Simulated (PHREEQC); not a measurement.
Dissolve 0.038 mol Ni(NO3)2, 0.0062 mol H3BO3 and 0.11 mol HCl per kg of water at 20 °C. Closed to the air; pH follows from the charge balance.

Equilibrium calculation in PHREEQC: ion-association model, wateq4f.dat.

No solid was allowed to form.

What pH, activity of water does the model give?

pH 1.06; activity of water 0.994.

In which forms is Cl present?

Cl- 97 %, NiCl+ 2.5 %, NiCl2 1.0 % of the Cl.
